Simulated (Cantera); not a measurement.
A perfectly stirred reactor is fed with NH3 : N2 = 1 : 0.11 (molar parts), at 1.80 bar; it is held at 1800 K, and followed from long to short residence time.

Detailed kinetics in Cantera: the gas-phase N/H chemistry of the illustrative SiF4/NH3 mechanism in the Surface Chemkin manual (1991). Walls and surfaces, which speed up NH3 decomposition in real reactors, are not modelled.

Q: What does this change do: N2 0.11 to 0.82 parts?

A: 
| quantity | before | after |
|---|---|---|
| x(NH3) at τ = 0.790 s | 0.217 | 0.150 |
| x(N2) at τ = 0.790 s | 0.243 | 0.463 |
| x(N) at τ = 0.790 s | 6.39e-8 | 7.00e-8 |
| x(N2H4) at τ = 0.790 s | 8.82e-8 | 5.79e-8 |
| x(N2H2) at τ = 0.790 s | 2.25e-7 | 1.56e-7 |
| x(NH3) at τ = 34.0 ms | 0.744 | 0.467 |
| x(N2) at τ = 34.0 ms | 0.132 | 0.453 |
| x(N) at τ = 34.0 ms | 5.67e-8 | 6.10e-8 |
| x(N2H4) at τ = 34.0 ms | 5.84e-7 | 3.51e-7 |
| x(N2H2) at τ = 34.0 ms | 1.74e-6 | 9.39e-7 |

Q: What does this change do: temperature 1800 to 2248 K?

A: 
```tsv
quantity	before	after
x(NH3) at τ = 0.790 s	0.217	0.00278
x(N2) at τ = 0.790 s	0.243	0.288
x(N) at τ = 0.790 s	6.39e-8	2.33e-6
x(N2H4) at τ = 0.790 s	8.82e-8	3.85e-10
x(N2H2) at τ = 0.790 s	2.25e-7	1.32e-8
x(NH3) at τ = 34.0 ms	0.744	0.0365
x(N2) at τ = 34.0 ms	0.132	0.281
x(N) at τ = 34.0 ms	5.67e-8	4.43e-6
x(N2H4) at τ = 34.0 ms	5.84e-7	1.88e-8
x(N2H2) at τ = 34.0 ms	1.74e-6	3.85e-7
```
